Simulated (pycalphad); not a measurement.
Source of the numbers: pycalphad with the COST 507 light-alloy database (1999); pressure 1 atm. These are 1990s assessments: newer ones move some temperatures and phases. Kinetics are ignored, which matters at the lower temperatures.

Molar enthalpy of Al-0.24Si (at.%) in equilibrium (SER reference):

| T (K) | H (kJ/mol) | phases |
|---|---|---|
| 1850 | 57.99 | LIQUID |
| 1775 | 55.61 | LIQUID |
| 1700 | 53.23 | LIQUID |
| 1625 | 50.85 | LIQUID |
| 1550 | 48.47 | LIQUID |
| 1475 | 46.08 | LIQUID |
| 1400 | 43.70 | LIQUID |
| 1325 | 41.32 | LIQUID |
| 1250 | 38.94 | LIQUID |
| 1175 | 36.56 | LIQUID |
| 1100 | 34.18 | LIQUID |
| 1025 | 31.80 | LIQUID |
| 950 | 29.42 | LIQUID |
| 875 | 16.30 | FCC_A1 |
| 800 | 13.93 | FCC_A1 |
| 725 | 11.67 | FCC_A1 |
| 650 | 9.46 | FCC_A1 + DIAMOND_A4 |
| 575 | 7.28 | FCC_A1 + DIAMOND_A4 |
| 500 | 5.20 | FCC_A1 + DIAMOND_A4 |

Cooling from 950 K to 875 K, across the freezing range, releases 13.1 kJ/mol, or 486 J/g. The slope is 32 J/(mol K) in the liquid and 32 J/(mol K) just below the solidus, where it includes any heat of precipitation. Liquidus 932 K, solidus 919 K. Changes were sought between steps of 75 K, so a narrower field can be missed.

FCC_A1 is fcc; DIAMOND_A4 is diamond (Si).
